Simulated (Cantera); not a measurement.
A closed system holds: 1 mol MgO, 0.16 mol O₂, 1 mol H₂O, held at 998.15 K and 0.0850 bar.

Method: chemical equilibrium by Gibbs-energy minimisation in Cantera with the NASA 1993 tables (ideal gas, pure condensed phases). Candidate condensed phases: H₂O, Mg, MgO, Mg(OH)₂; 15 gas species. Kinetics and transport are ignored.

Task: What is the equilibrium state?

Result: 
```
Property                              Value
--------------------------------  ---------
x(H₂O)                                0.862
x(O₂)                                 0.138
n(MgO(s))                          1.00 mol
gas amount                        1.160 mol
log10 activity of Mg(l) (absent)     -24.85
```
